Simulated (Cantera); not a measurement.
Feed: 1 mol HgO, a varied amount of H₂, at 552 °C and 9.40 bar.

Equilibrium computed with Cantera from the NASA thermochemical tables; the gas is ideal and each condensed phase is pure. Candidate condensed phases: H₂O, Hg, HgO; 10 gas species. The numbers say what is thermodynamically allowed, not how fast it happens.

Q: Which condensed phases are stable at each of these points (n(H₂) (mol)): 0.081, 0.12, 0.18, 0.26, 0.39, 0.59, 0.87, 1.3, 1.9, 2.9?

A: 
| n(H₂) (mol) | condensed phases | Hg condensed (%) |
|---|---|---|
| 0.081 | HgO(s) | 67.8 |
| 0.12 | HgO(s) | 52.3 |
| 0.18 | HgO(s) | 28.4 |
| 0.26 | gas only | 0.0 |
| 0.39 | gas only | 0.0 |
| 0.59 | gas only | 0.0 |
| 0.87 | gas only | 0.0 |
| 1.3 | gas only | 0.0 |
| 1.9 | gas only | 0.0 |
| 2.9 | gas only | 0.0 |

From 0.081 mol H₂ to 0.18 mol H₂ the condensed part is HgO(s). From 0.26 mol H₂ to 2.9 mol H₂ nothing is condensed.
